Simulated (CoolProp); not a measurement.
Vapour-liquid equilibrium of propylene (1) + dimethyl ether (2) at -34.85 °C; x and y are mole fractions of (1).

The numbers come from the multi-fluid Helmholtz-energy mixture model, Lemmon 2013 and Wu 2011; pair parameters Bell 2016 in CoolProp.

Task: Give the bubble pressure and the first vapour's composition at x = 0.35, 0.425, 0.5. Is there an azeotrope?

Result: x = 0.35: 0.1121 MPa, y = 0.610; x = 0.425: 0.1206 MPa, y = 0.673; x = 0.5: 0.1286 MPa, y = 0.727. No azeotrope shows between x = 0.05 and 0.95.

The pair parameters rest on a limited set of measurements; away from them the model extrapolates.
